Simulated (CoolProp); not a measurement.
Vapour pressure (MPa) of propylene: the reference equation beside estimates from Tc = 91.1 °C, pc = 4.555 MPa, ω = 0.146. Clausius-Clapeyron is anchored at 4.25 °C with a constant enthalpy of vaporisation of 15.61 kJ/mol.

Computed with CoolProp (reference Helmholtz-energy equation of state, Lemmon 2013).

```tsv
T (°C)	reference	Lee-Kesler	Clausius-Clapeyron	van der Waals	Redlich-Kwong	Soave-Redlich-Kwong
-8.65	0.4471	0.4481	0.4757	1.099	0.5392	0.4483
-2.15	0.5475	0.5491	0.5640	1.238	0.6533	0.5500
4.25	0.6617	0.6640	0.6617	1.386	0.7814	0.6659
10.75	0.7949	0.7977	0.7727	1.547	0.9286	0.8012
17.25	0.9468	0.9500	0.8960	1.719	1.094	0.9557
23.65	1.116	1.120	1.030	1.901	1.276	1.128
30.15	1.310	1.313	1.180	2.097	1.480	1.325
36.65	1.527	1.530	1.343	2.305	1.706	1.546
43.15	1.769	1.772	1.521	2.526	1.954	1.793
```

Absolute difference from the reference over all 9 rows, mean and median: Lee-Kesler 0.3 and 0.3 %, Clausius-Clapeyron 6.8 and 6.4 %, van der Waals 86.9 and 81.6 %, Redlich-Kwong 15.5 and 15.5 %, Soave-Redlich-Kwong 0.9 and 0.9 %.
